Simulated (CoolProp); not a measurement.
Propyne along the isotherm 278 K: Z from the reference equation and from simpler models built on Tc = 402.7 K, pc = 5658 kPa, ω = 0.204; each cubic takes its own stable root.

Computed with CoolProp (reference Helmholtz-energy equation of state, Polt 1992). This equation is an older, rougher fit; its heat capacities, sound speeds and derivatives of the liquid may be far off and weren't checked against measurements.

| p (kPa) | phase | reference |
|---|---|---|
| 89.5 | gas | 0.9808 |
| 139 | gas | 0.9698 |
| 217 | gas | 0.9515 |
| 338 | liquid | 0.009096 |
| 526 | liquid | 0.01415 |
| 819 | liquid | 0.02202 |
| 1270 | liquid | 0.03412 |
| 1980 | liquid | 0.05313 |
| 3090 | liquid | 0.08274 |

Problem. How far does each simpler model (Redlich-Kwong, Peng-Robinson) lie from the reference over these 9 states: mean and median of the absolute difference, and the worst?

Solution. 
- Redlich-Kwong: mean 1144.9 %, median 13.4 %, worst +10234.2 % at 278 K and 338 kPa
- Peng-Robinson: mean 1.8 %, median 2.4 %, worst -2.6 % at 278 K and 3090 kPa

At some of these states Redlich-Kwong gives the other phase, because its saturation line lies elsewhere.
